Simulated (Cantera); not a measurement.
Input (Python, Cantera):

```python
import numpy as np
import cantera as ct

gas = ct.Solution("gri30.yaml")
gas.TPX = 1475, 500000, {'CH4': 1, 'O2': 0.87, 'N2': 3.27}
reactor = ct.IdealGasConstPressureReactor(gas, energy="on", clone=False)
net = ct.ReactorNet([reactor])
net.rtol, net.atol = 1e-08, 1e-16
show = ['CH4', 'O2', 'HO2', 'H2O2', 'CO', 'HCN']
times = np.geomspace(5e-06, 2, 15)

steps = ct.SolutionArray(gas, extra=["t"])
rows = []
print(f"{'t/s':>10s}{'T/K':>9s}{'P/Pa':>11s}" + "".join(f"{s:>11s}" for s in show))
for t in times:
    while net.time < t:
        t_next = net.step()
        steps.append(gas.state, t=t_next)
    rows.append([np.interp(t, steps.t, y) for y in (steps.T, steps.P, *steps(*show).X.T)])
    print(f"{t:10.3e}{rows[-1][0]:9.1f}{rows[-1][1]:11.4g}" + "".join(f"{x:11.3e}" for x in rows[-1][2:]))
rate = np.gradient(steps.T, steps.t)
print("integrator steps:", len(steps.t))
if steps.T.max() > steps.T[0] + 200:
    print(f"time of steepest temperature rise: {steps.t[rate.argmax()]:.4e} s")
gas.TPX = 1475, 500000, {'CH4': 1, 'O2': 0.87, 'N2': 3.27}
gas.equilibrate("HP")
print(f"equilibrium (HP): T = {gas.T:.1f} K  " + "  ".join(f"{s} {gas[s].X[0]:.3e}" for s in show))
```

Result:

```
       t/s      T/K       P/Pa        CH4         O2        HO2       H2O2         CO        HCN
 5.000e-06   1475.0      5e+05  1.945e-01  1.693e-01  2.169e-06  1.448e-07  5.231e-10  4.693e-18
 1.256e-05   1475.0      5e+05  1.945e-01  1.693e-01  4.230e-06  3.727e-07  1.211e-08  3.786e-17
 3.157e-05   1475.0      5e+05  1.945e-01  1.692e-01  5.489e-06  5.370e-07  3.860e-07  3.715e-16
 7.933e-05   1475.7      5e+05  1.941e-01  1.691e-01  6.671e-06  6.579e-07  1.013e-05  3.147e-15
 1.993e-04   1480.0      5e+05  1.928e-01  1.683e-01  1.383e-05  1.469e-06  1.526e-04  1.920e-14
 5.008e-04   1525.2      5e+05  1.807e-01  1.604e-01  6.101e-05  7.497e-06  3.513e-03  7.905e-13
 1.258e-03   2363.9      5e+05  2.332e-04  4.192e-07  7.887e-10  7.768e-10  1.457e-01  1.054e-04
 3.162e-03   2361.8      5e+05  2.953e-09  4.258e-07  8.048e-10  7.887e-10  1.467e-01  7.820e-06
 7.946e-03   2362.3      5e+05  1.994e-09  4.287e-07  8.104e-10  7.928e-10  1.467e-01  2.649e-06
 1.997e-02   2362.5      5e+05  1.927e-09  4.299e-07  8.125e-10  7.944e-10  1.467e-01  1.316e-06
 5.017e-02   2362.6      5e+05  1.918e-09  4.301e-07  8.129e-10  7.947e-10  1.467e-01  1.045e-06
 1.261e-01   2362.6      5e+05  1.918e-09  4.301e-07  8.129e-10  7.947e-10  1.467e-01  1.036e-06
 3.168e-01   2362.6      5e+05  1.918e-09  4.301e-07  8.129e-10  7.947e-10  1.467e-01  1.036e-06
 7.959e-01   2362.6      5e+05  1.918e-09  4.301e-07  8.129e-10  7.947e-10  1.467e-01  1.036e-06
 2.000e+00   2362.6      5e+05  1.918e-09  4.301e-07  8.129e-10  7.947e-10  1.467e-01  1.036e-06
integrator steps: 2211
time of steepest temperature rise: 6.6045e-04 s
equilibrium (HP): T = 2362.6 K  CH4 2.174e-09  O2 4.301e-07  HO2 8.129e-10  H2O2 7.947e-10  CO 1.467e-01  HCN 1.036e-06
```

Model: GRI-Mech 3.0 (53 species, 325 reactions), integrated in Cantera.
